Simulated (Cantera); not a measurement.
What does this Cantera script print?

```python
import numpy as np
import cantera as ct

gas_names = """
    H H2 N NH NH2 NH3 N2 N2H2 N2H4 Si SiH SiH2 SiH3 SiH4 SiN Si2 Si2N Si3
""".split()
cond_names = """
    Si(cr) Si(L) Si3N4(a)
""".split()


# ... load() reads the species with a 1 bar reference pressure and builds the phases ...
atoms = {
    'SiH4': {'Si': 1, 'H': 4},
    'N2': {'N': 2},
}
top_T = {'Si3N4(a)': 2400}  # K; cautious upper limits of use, not melting points


# ... equilibrate(T, P, feed) seeds the gas with the atoms and calls Mixture.equilibrate('TP', solver="vcs", rtol=1e-11, max_steps=5000) ...
results = []
feed = {'SiH4': 1, 'N2': 0.59}  # mol
T = 2048  # K
P = 160  # Pa
mix = equilibrate(T, P, feed)
results.append((T, P, feed, dict(zip(mix.species_names, mix.species_moles))))
print(gas.report(threshold=0.001))
for i in range(1, mix.n_phases):
    print(f"{mix.phase(i).name:16s} {mix.phase_moles(i):12.5e} mol")
```

It prints:

```
       temperature   2048 K
          pressure   160 Pa
           density   8.2537e-05 kg/m^3
  mean mol. weight   8.784 kg/kmol
   phase of matter   gas

                          1 kg             1 kmol
                     ---------------   ---------------
          enthalpy        9.7956e+06        8.6044e+07  J
   internal energy        7.8571e+06        6.9016e+07  J
           entropy             29960        2.6317e+05  J/K
    Gibbs function       -5.1563e+07       -4.5292e+08  J
 heat capacity c_p            3816.5             33524  J/K
 heat capacity c_v              2870             25210  J/K

                      mass frac. Y      mole frac. X     chem. pot. / RT
                     ---------------   ---------------   ---------------
                 H         0.0053471          0.046596           -13.181
                H2           0.15901           0.69281           -26.361
                N2           0.67354           0.21119           -35.014
                Si           0.15101           0.04723           -6.0209
     [  +14 minor]          0.011098         0.0021707

Si(L)             8.59261e-01 mol
Si3N4(a)          0.00000e+00 mol
```

Method: chemical equilibrium by Gibbs-energy minimisation in Cantera with the NASA 1993 tables (ideal gas, pure condensed phases). The tables' values for SiN are old estimates; treat these amounts as uncertain. Gases not in the tables: Si2H6 and higher silanes.
